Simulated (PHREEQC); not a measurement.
Solution (41 °C): 120 mmol/kgw NaHSO4. Closed to the air; pH follows from the charge balance.

All values are PHREEQC results (ion-association model, wateq4f.dat), not measurements.

This is a speciation only: nothing precipitates in the calculation.

Q: Estimate the pH, ionic strength.

A: pH 1.45; ionic strength 0.196 mol/kgw.

Q: In which forms is S present?

A: HSO4- 63 %, SO4-2 32 %, NaSO4- 5.6 % of the S.

Away from 25 °C the constants follow the database's enthalpies or fits; those with neither stay at their 25 °C values.
